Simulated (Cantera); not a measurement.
## Gas-phase reforming

An isothermal, constant-pressure homogeneous reactor starts with CH4 : CO2 : H2 = 1 : 2.7 : 0.086 (molar parts), at 1750 K and 100.0 Torr.

Cantera simulation using GRI-Mech 3.0 (53 species, 325 reactions); the numbers are that mechanism's predictions, not measurements.

```tsv
t (s)	x CH4	x CO2	x H2	x HO2	x H	x CH2CO	x HCO
0.000300	0.263	0.713	0.0232	<1e-12	5.70e-6	1.08e-10	1.65e-9
0.000590	0.261	0.712	0.0241	<1e-12	1.08e-5	1.35e-9	1.70e-8
0.00116	0.256	0.710	0.0281	<1e-12	2.19e-5	2.03e-8	1.11e-7
0.00228	0.237	0.699	0.0438	<1e-12	4.38e-5	3.45e-7	2.96e-7
0.00448	0.197	0.670	0.0803	1.07e-12	7.19e-5	4.19e-6	3.18e-7
0.00881	0.149	0.617	0.121	1.78e-12	9.70e-5	1.92e-5	2.34e-7
0.0173	0.0994	0.540	0.141	2.76e-12	0.000116	4.60e-5	1.63e-7
0.0341	0.0539	0.435	0.127	3.99e-12	0.000125	9.14e-5	1.10e-7
0.0669	0.0210	0.323	0.0946	5.74e-12	0.000138	0.000157	8.22e-8
0.132	0.00876	0.252	0.0954	6.78e-12	0.000190	0.000154	6.38e-8
0.259	0.00700	0.207	0.121	4.32e-12	0.000216	8.33e-5	4.04e-8
0.509	0.00537	0.169	0.149	2.64e-12	0.000232	3.60e-5	2.57e-8
1.00	0.00322	0.142	0.174	1.79e-12	0.000242	1.13e-5	1.75e-8
```
x: mole fraction; the columns are a selection and need not sum to one.

Equilibrium at this temperature and pressure: CH4 1.26e-10, CO2 0.125, H2 0.192, HO2 1.65e-12, H 0.000281, CH2CO <1e-12, HCO 1.31e-8 (gas phase only).
